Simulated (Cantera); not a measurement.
An adiabatic, constant-pressure homogeneous reactor starts with CH3OH : O2 : N2 : H2O = 1 : 0.789 : 5.92 : 0.35 (molar parts), equivalence ratio 1.9, at 1075 K and 1.30 bar.

Detailed kinetics in Cantera: GRI-Mech 3.0 (53 species, 325 reactions). GRI-Mech 3.0 was tuned for natural gas; its chemistry of methanol as a main component is partial and can be far from experiment.

### Question
Predict: time of steepest temperature rise; temperature at 0.200 s; equilibrium temperature; x(O2) at 0.200 s; x(H2O) at 0.200 s.

### Answer
```json
{
  "time_of_steepest_temperature_rise": "71.2 ms",
  "temperature at 0.200 s": "1930 K",
  "equilibrium_temperature": "1930 K",
  "x(O2) at 0.200 s": "9.75e-8 (gas-phase equilibrium 9.75e-8)",
  "x(H2O) at 0.200 s": "0.172 (gas-phase equilibrium 0.172)"
}
```
